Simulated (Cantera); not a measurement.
A closed system holds: 1 mol Si3N4, 1.4 mol H2O, 560 mol H2, at 1575 K and 1.33 mbar.

Method: chemical equilibrium by Gibbs-energy minimisation in Cantera with the NASA 1993 tables (ideal gas, pure condensed phases). Candidate condensed phases: H2O, Si, SiO2, Si2N2O, Si3N4; 35 gas species. Kinetics and transport are ignored.

Base state: H2 0.993, N2 0.00354, SiO 0.00248, H 0.00113, Si 4.31e-5 (mole fractions); condensed: Si(s).

Task: What changes in the equilibrium state with this change: pressure from 1.33 mbar to 0.133 bar?

Result: 
```json
[
 {"species": "H2", "before": "0.993", "after": "0.999"},
 {"species": "N2", "before": "0.00354", "after": "0.00112"},
 {"species": "H", "before": "0.00113", "after": "0.000114"},
 {"species": "SiO", "before": "0.00248", "after": "4.77e-5"},
 {"species": "Si", "before": "4.31e-5", "after": "4.31e-7"},
 {"species": "Si(s), mol", "before": "1.57", "after": "0.224"},
 {"species": "Si2N2O(s), mol", "before": "0", "after": "1.37"}
]
```
Mutual solubility and eutectic melting of coexisting phases are not modelled.

Task: What changes in the equilibrium state with this change: H2O from 1.4 to 0.0034 mol?

Result: 
| species | before | after |
|---|---|---|
| H2 | 0.993 | 0.995 |
| N2 | 0.00354 | 0.00356 |
| H | 0.00113 | 0.00114 |
| SiO | 0.00248 | 6.05e-6 |
| Si | 4.31e-5 | 4.31e-5 |
| Si(s), mol | 1.57 | 2.97 |

Task: What changes in the equilibrium state with this change: pressure from 1.33 mbar to 6.20 mbar?

Result: 
| species | before | after |
|---|---|---|
| H2 | 0.993 | 0.993 |
| N2 | 0.00354 | 0.00354 |
| SiO | 0.00248 | 0.00248 |
| H | 0.00113 | 0.000526 |
| Si | 4.31e-5 | 9.26e-6 |
| Si(s), mol | 1.57 | 1.59 |
